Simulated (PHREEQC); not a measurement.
## Metal-bearing waste water

Consider water at 25 °C with 0.021 mol Al2(SO4)3, 0.032 mol ZnCl2 and 0.0032 mol NaCl per kg of water. Closed to the air; pH follows from the charge balance.

Equilibrium calculation in PHREEQC: ion-association model, phreeqc.dat.

No solid was allowed to form.

Question: Predict the pH, ionic strength.

Answer: pH 3.83; ionic strength 0.172 mol/kgw.

Question: In which forms is Na present?

Answer: Na+ 98 %, NaSO4- 2.4 % of the Na.

The solution is supersaturated, for example in Gibbsite (slow to form), so a real one may precipitate; this is no full list.
